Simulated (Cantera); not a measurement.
A perfectly stirred reactor is fed with 15.3 % H₂, 84.7 % O₂, at 6.23 Torr; it is held at 1225 K, and followed from long to short residence time.

Cantera simulation using the H2/O2 subset of GRI-Mech 3.0, which has no nitrogen chemistry; the numbers are that mechanism's predictions, not measurements. Radical loss at walls, strong at low pressure, is not modelled. The temperature is held fixed by assumption; the heat of reaction is taken as removed at once.

x: mole fraction; the columns are a selection and need not sum to one.

| τ (s) | x H₂ | x O₂ | x O | x H₂O | x H₂O₂ |
|---|---|---|---|---|---|
| 0.43 | 0.00135 | 0.822 | 0.0106 | 0.159 | 1.68e-7 |
| 0.28 | 0.00174 | 0.819 | 0.0138 | 0.157 | 1.75e-7 |
| 0.18 | 0.00224 | 0.814 | 0.0178 | 0.155 | 1.80e-7 |
| 0.12 | [?] | 0.809 | [?] | 0.152 | 1.82e-7 |
| 0.078 | 0.00351 | 0.802 | 0.0278 | 0.148 | 1.82e-7 |
| 0.051 | 0.00432 | 0.795 | 0.0338 | 0.143 | 1.79e-7 |
| 0.033 | [?] | 0.787 | [?] | 0.138 | 1.76e-7 |
| 0.021 | 0.00639 | 0.779 | 0.0461 | 0.133 | 1.74e-7 |
| 0.014 | 0.00757 | 0.773 | 0.0505 | 0.128 | 1.73e-7 |
| 0.0091 | 0.00912 | 0.768 | 0.0537 | 0.123 | 1.75e-7 |
| 0.0059 | 0.0112 | 0.766 | 0.0551 | 0.118 | 1.82e-7 |

**Question.** Complete the blanks.

**Answer.** 
- 0.12, x H₂: 0.00280
- 0.12, x O: 0.0223
- 0.033, x H₂: 0.00527
- 0.033, x O: 0.0401
